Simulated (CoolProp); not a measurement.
Vapour pressure (kPa) of sulfur hexafluoride: the reference equation beside estimates from Tc = 318.7 K, pc = 3755 kPa, ω = 0.210. Clausius-Clapeyron is anchored at 276.8 K with a constant enthalpy of vaporisation of 11.88 kJ/mol.

The numbers come from the reference Helmholtz-energy equation of state, Guder 2009 in CoolProp.

```tsv
T (K)	reference	Lee-Kesler	Clausius-Clapeyron	van der Waals	Redlich-Kwong	Soave-Redlich-Kwong	Peng-Robinson
249.3	607.7	617.8	782.3	1296	785.1	620.0	613.0
258.5	816.2	827.8	959.4	1533	1017	833.0	822.8
267.7	1074	1086	1160	1796	1293	1096	1082
276.8	1383	1395	1383	2082	1611	1411	1394
286	1758	1768	1632	2399	1983	1791	1772
295.2	2204	2213	1907	2743	2407	2241	2222
304.4	2731	2739	2208	3116	2888	2767	2751
313.6	3355	3361	2534	3518	3428	3377	3369
```

Absolute difference from the reference over all 8 rows, mean and median: Lee-Kesler 0.8 and 0.7 %, Clausius-Clapeyron 14.8 and 15.5 %, van der Waals 49.8 and 43.5 %, Redlich-Kwong 15.1 and 14.6 %, Soave-Redlich-Kwong 1.7 and 2.0 %, Peng-Robinson 0.7 and 0.8 %.
